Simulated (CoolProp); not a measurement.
Vapour-liquid equilibrium of propylene (1) + R114 (2) at 315 K; x and y are mole fractions of (1).

Values from CoolProp's multi-fluid Helmholtz-energy mixture model, Lemmon 2013 and Platzer 1990; pair parameters Bell 2016. This equation is an older, rougher fit; its heat capacities, sound speeds and derivatives of the liquid may be far off and weren't checked against measurements.

```json
[
 {"x": "0.05", "bubble pressure (MPa)": "0.4383", "y at the bubble point": "0.206", "dew pressure at overall composition x (MPa)": "0.3737", "liquid density (mol/L)": "8.314"},
 {"x": "0.15", "bubble pressure (MPa)": "0.6010", "y at the bubble point": "0.455", "dew pressure at overall composition x (MPa)": "0.4127", "liquid density (mol/L)": "8.553"},
 {"x": "0.25", "bubble pressure (MPa)": "0.7580", "y at the bubble point": "0.598", "dew pressure at overall composition x (MPa)": "0.4604", "liquid density (mol/L)": "8.799"},
 {"x": "0.35", "bubble pressure (MPa)": "0.9054", "y at the bubble point": "0.690", "dew pressure at overall composition x (MPa)": "0.5201", "liquid density (mol/L)": "9.055"},
 {"x": "0.45", "bubble pressure (MPa)": "1.042", "y at the bubble point": "0.756", "dew pressure at overall composition x (MPa)": "0.5966", "liquid density (mol/L)": "9.323"},
 {"x": "0.55", "bubble pressure (MPa)": "1.170", "y at the bubble point": "0.808", "dew pressure at overall composition x (MPa)": "0.6976", "liquid density (mol/L)": "9.607"},
 {"x": "0.65", "bubble pressure (MPa)": "1.291", "y at the bubble point": "0.852", "dew pressure at overall composition x (MPa)": "0.8354", "liquid density (mol/L)": "9.913"},
 {"x": "0.75", "bubble pressure (MPa)": "1.410", "y at the bubble point": "0.893", "dew pressure at overall composition x (MPa)": "1.027", "liquid density (mol/L)": "10.25"},
 {"x": "0.85", "bubble pressure (MPa)": "1.530", "y at the bubble point": "0.933", "dew pressure at overall composition x (MPa)": "1.286", "liquid density (mol/L)": "10.62"},
 {"x": "0.95", "bubble pressure (MPa)": "1.654", "y at the bubble point": "0.977", "dew pressure at overall composition x (MPa)": "1.579", "liquid density (mol/L)": "11.05"}
]
```

No azeotrope shows between x = 0.05 and 0.95.

Pair parameters are fitted to limited data, so mixtures are less certain than the pure fluids.
